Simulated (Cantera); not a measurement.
A closed system holds: 1 mol SiF4, 0.49 mol NH3, a varied amount of H2, equilibrated at 725 K and 1.00 bar.

Method: chemical equilibrium by Gibbs-energy minimisation in Cantera with the NASA 1993 tables (ideal gas, pure condensed phases). Candidate condensed phases: Si, Si3N4; 37 gas species. Equilibrium is a limit: real reactors are often held back by kinetics, nucleation or transport.

x: gas mole fraction; nothing condenses.

```tsv
n(H2) (mol)	x H2	x SiF4	x N2	x NH3	x HF
0.74	0.541	0.368	0.0897	0.000818	2.87e-5
0.98	0.579	?	?	0.000866	2.85e-5
1.3	0.620	0.305	0.0743	0.000911	2.80e-5
1.7	0.661	0.272	0.0662	0.000947	2.73e-5
2.3	0.708	0.234	0.0568	0.000973	2.62e-5
3.1	0.754	0.197	0.0478	0.000981	2.48e-5
4.2	0.798	0.162	0.0392	0.000967	2.31e-5
5.5	0.833	?	?	0.000936	2.15e-5
7.4	0.867	0.107	0.0257	0.000886	1.96e-5
9.9	0.895	0.0842	0.0202	0.000825	1.77e-5
13	0.916	0.0668	0.0160	0.000760	1.59e-5
18	0.937	0.0501	0.0119	0.000679	1.39e-5
23	0.950	0.0400	0.00950	0.000618	1.26e-5
```

Question: Complete the blanks.

Answer: 
- 5.5, x SiF4: 0.134
- 5.5, x N2: 0.0323
- 0.98, x SiF4: 0.338
- 0.98, x N2: 0.0824
